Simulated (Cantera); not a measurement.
Thermodynamics of silicon epitaxy and polysilicon growth, feed Si2H6 + Cl2 + H2

A closed system holds: 1 mol Si2H6, 0.13 mol Cl2, 510 mol H2, at 1475 °C and 0.100 bar.

Cantera equilibrium calculation (NASA polynomials, part measured and part estimated; ideal gas, pure solids and liquids). Candidate condensed phases: Si; 19 gas species. The feed counts by its element totals alone. Gases not in the tables: Si2H6 and higher silanes. Rates play no part.

```json
{
  "x(H2)": "0.999",
  "x(H)": "0.000722",
  "x(HCl)": "0.000504",
  "x(SiH2)": "2.05e-5",
  "x(Si)": "1.46e-5",
  "x(SiH)": "6.12e-6",
  "n(Si(l))": "1.98 mol",
  "gas_amount": "513.3 mol"
}
```
